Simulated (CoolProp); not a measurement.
Vapour-liquid equilibrium of methane (1) + ethylene (2) at -110.05 °C; x and y are mole fractions of (1).

Computed with CoolProp (multi-fluid Helmholtz-energy mixture model, Setzmann 1991 and Smukala 2000; pair parameters Bell 2016).

Task: Give the bubble pressure and the first vapour's composition at x = 0.2, 0.575, 0.8. Is there an azeotrope?

Result: x = 0.2: 0.4767 MPa, y = 0.867; x = 0.575: 1.091 MPa, y = 0.956; x = 0.8: 1.424 MPa, y = 0.977. No azeotrope shows between x = 0.05 and 0.95.

Pair parameters are fitted to limited data, so mixtures are less certain than the pure fluids. The gap from Raoult's law changes sign with composition, which may be real or a fault of the pair parameters; it wasn't checked against measurements.
